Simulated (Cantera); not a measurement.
An adiabatic, constant-pressure homogeneous reactor starts with 12.3 % CH4, 1.16 % C2H6, 1.23 % C3H8, 17.3 % O2, 65.4 % N2, 2.58 % H2O, at 1150 K and 1.28 atm.

Model: GRI-Mech 3.0 (53 species, 325 reactions), integrated in Cantera.

Q: Predict: time of steepest temperature rise; temperature at 0.400 s; equilibrium temperature; x(CO2) at 0.400 s.

A: 
```json
{
 "time_of_steepest_temperature_rise": "12.4 ms",
 "temperature at 0.400 s": "2221 K",
 "equilibrium_temperature": "2221 K",
 "x(CO2) at 0.400 s": "0.0213 (gas-phase equilibrium 0.0213)"
}
```
